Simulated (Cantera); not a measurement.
A perfectly stirred reactor is fed with 0.461 % CH₂O, 3.96 % O₂, 92.2 % N₂, 3.41 % CH₄, at 4.20 bar; it is held at 1450 K, and followed from long to short residence time.

Detailed kinetics in Cantera: GRI-Mech 3.0 (53 species, 325 reactions). The temperature is held fixed by assumption; the heat of reaction is taken as removed at once.

x: mole fraction; the columns are a selection and need not sum to one.

| τ (s) | x CH₂O | x O₂ | x C₂H₂ | x HCO | x NO₂ | x N₂O | x CH₂CO |
|---|---|---|---|---|---|---|---|
| 14 | 9.37e-7 | 0.000118 | 0.00164 | 1.66e-10 | <1e-12 | 3.72e-10 | 3.37e-6 |
| 5.0 | 2.23e-6 | 0.000272 | 0.00160 | 2.72e-10 | 1.11e-12 | 9.53e-10 | 7.32e-6 |
| 1.7 | 4.92e-6 | 0.000570 | 0.00148 | 6.00e-10 | 3.18e-12 | (withheld) | 1.51e-5 |
| 0.60 | 9.76e-6 | 0.00106 | 0.00133 | 1.49e-9 | 7.39e-12 | (withheld) | 2.72e-5 |
| 0.21 | 1.88e-5 | 0.00186 | 0.00115 | 4.02e-9 | 1.61e-11 | (withheld) | 4.47e-5 |
| 0.072 | 3.67e-5 | 0.00322 | 0.000941 | 1.15e-8 | 3.42e-11 | (withheld) | 6.97e-5 |
| 0.025 | 7.30e-5 | 0.00555 | 0.000730 | 3.27e-8 | 6.83e-11 | (withheld) | 0.000108 |
| 0.0086 | 0.000156 | 0.00979 | 0.000533 | 8.92e-8 | 1.17e-10 | 4.97e-8 | 0.000172 |
| 0.0030 | 0.000376 | 0.0177 | 0.000345 | 2.05e-7 | 1.38e-10 | (withheld) | 0.000260 |

Problem. Some entries are withheld; supply them.

Solution. 
- 1.7, x N₂O: 2.36e-9
- 0.60, x N₂O: 5.22e-9
- 0.21, x N₂O: 1.07e-8
- 0.072, x N₂O: 2.05e-8
- 0.025, x N₂O: 3.45e-8
- 0.0030, x N₂O: 5.40e-8
